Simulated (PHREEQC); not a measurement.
Model water analysis in mg/L, 86 °C, pH 6.68, pe 8.7: Na 6.33; K 2.57; Ca 3.86; Mg 2.43; Cl 9.66; S(6) as SO4 3.51; Alkalinity as HCO3 23.1; Ba 0.0335; Cd 0.975; Zn 0.00579.

Valence states are taken as typed.

All values are PHREEQC results (ion-association model, wateq4f.dat), not measurements.

This is a speciation only: nothing precipitates in the calculation.

**Question.** Order these Zn species by the share of Zn that they hold, largest first: ZnCO3, ZnHCO3+, Zn+2, ZnSO4, ZnOH+.

**Answer.** Zn+2 (77 %), ZnOH+ (17 %), ZnHCO3+ (3.1 %), ZnCO3 (1.7 %), ZnSO4 (0.66 %)

The pH is 6.68 and the ionic strength 0.000964 mol/kgw. Away from 25 °C the constants follow the database's enthalpies or fits; those with neither stay at their 25 °C values.
